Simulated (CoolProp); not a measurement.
Ethanol along the isotherm 554.4 K: fugacity coefficient from the reference equation and from simpler models built on Tc = 514.7 K, pc = 6268 kPa, ω = 0.644; each cubic takes its own stable root.

Computed with CoolProp (reference Helmholtz-energy equation of state, Schroeder 2014).

| p (kPa) | phase | reference | van der Waals | Redlich-Kwong | Peng-Robinson |
|---|---|---|---|---|---|
| 1180 | gas | 0.9611 | 0.9536 | 0.9489 | 0.9473 |
| 2350 | gas | 0.9229 | 0.9079 | 0.8994 | 0.8969 |
| 3530 | gas | 0.8843 | 0.8620 | 0.8504 | 0.8479 |
| 4700 | gas | 0.8460 | 0.8164 | 0.8026 | 0.8010 |
| 5880 | gas | 0.8068 | 0.7698 | 0.7549 | 0.7553 |
| 7050 | supercritical | 0.7672 | 0.7221 | 0.7078 | 0.7115 |
| 8230 | supercritical | 0.7258 | 0.6709 | 0.6601 | 0.6691 |
| 9400 | supercritical | 0.6832 | 0.6213 | 0.6137 | 0.6291 |
